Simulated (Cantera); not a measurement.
Input: 1 mol Ti(OiPr)4, 2.1 mol CH4, 2.9 mol H2, 12 mol H2O, held at 1123.15 K.

Method: chemical equilibrium by Gibbs-energy minimisation in Cantera with the NASA 1993 tables (ideal gas, pure condensed phases). Candidate condensed phases: C, C6H6, C7H8, C8H18, H2O, Ti, TiC, TiO, TiO2, Ti2O3, Ti3O5, Ti4O7; 113 gas species. The feed counts by its element totals alone. Mutual solubility and eutectic melting of coexisting phases are not modelled. Condensed phases not in the tables: Magnéli phases beyond Ti4O7. Rates play no part.

**Question.** At 7.50 Torr, list the 5 most abundant gas species with their mole fractions, and the condensed phases.

**Answer.** H2 0.701, CO 0.299, H2O 0.000298, CO2 0.000116, CH4 6.65e-5. Condensed: TiO2(rutile) + Ti4O7(s).
